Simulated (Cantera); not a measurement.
A freely propagating, adiabatic, planar premixed flame of CH4 : O2 : N2 = 1 : 1.54 : 5.78 (molar parts), unburnt at 550 K and 240000 Pa; multicomponent+Soret transport, grid criteria slope 0.08 and curve 0.16, no radiation.

Cantera simulation using GRI-Mech 3.0 (53 species, 325 reactions); the numbers are that mechanism's predictions, not measurements. Burning velocities carry a grid error of a few per cent, more on coarse grids.

Task: Predict: laminar burning velocity; thermal thickness; peak x(HO2); peak x(HCN); peak x(H).

Result: 
- laminar burning velocity: 57.8 cm/s
- thermal thickness: 0.227 mm
- peak x(HO2): 0.000124
- peak x(HCN): 3.77e-5
- peak x(H): 0.00579
